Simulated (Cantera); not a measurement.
Cantera run:

```python
import numpy as np
import cantera as ct

gas_names = [...]  # 91 gases of nasa_gas.yaml made of C, Cl, H
cond_names = """
    C(gr) C6H6(L) C7H8(L) C8H18(L),n-octa
""".split()


# ... load() reads the species with a 1 bar reference pressure and builds the phases ...
atoms = {
    'CCl4': {'C': 1, 'CL': 4},
    'HCl': {'H': 1, 'CL': 1},
    'H2': {'H': 2},
}
top_T = {'C(gr)': 4500}  # K; cautious upper limits of use, not melting points


# ... equilibrate(T, P, feed) seeds the gas with the atoms and calls Mixture.equilibrate('TP', solver="vcs", rtol=1e-11, max_steps=5000) ...
results = []
feed = {'CCl4': 1, 'HCl': 0.1, 'H2': 0.29}  # mol
T = 2175  # K
P = 3.1  # Pa
mix = equilibrate(T, P, feed)
results.append((T, P, feed, dict(zip(mix.species_names, mix.species_moles))))
print(gas.report(threshold=1e-05))
for i in range(1, mix.n_phases):
    print(f"{mix.phase(i).name:16s} {mix.phase_moles(i):12.5e} mol")
```

It prints:

```
       temperature   2175 K
          pressure   3.1 Pa
           density   5.7225e-06 kg/m^3
  mean mol. weight   33.382 kg/kmol
   phase of matter   gas

                          1 kg             1 kmol
                     ---------------   ---------------
          enthalpy        4.5106e+06        1.5057e+08  J
   internal energy        3.9689e+06        1.3249e+08  J
           entropy            9001.3        3.0048e+05  J/K
    Gibbs function       -1.5067e+07       -5.0298e+08  J
 heat capacity c_p             676.8             22593  J/K
 heat capacity c_v            427.73             14279  J/K

                      mass frac. Y      mole frac. X     chem. pot. / RT
                     ---------------   ---------------   ---------------
                 C        1.1304e-05        3.1418e-05           -2.9474
                C3        5.0395e-05        4.6687e-05           -8.8421
                CL           0.90148            0.8489           -26.729
               CL2        2.5421e-05        1.1969e-05           -53.458
                 H         0.0017607          0.058311           -17.777
               HCL          0.096384          0.088253           -44.506
                H2        0.00026711          0.004423           -35.553
     [  +84 minor]        1.6484e-05        1.9697e-05

C(gr)             9.99078e-01 mol
```

Cantera equilibrium calculation (NASA polynomials, part measured and part estimated; ideal gas, pure solids and liquids).
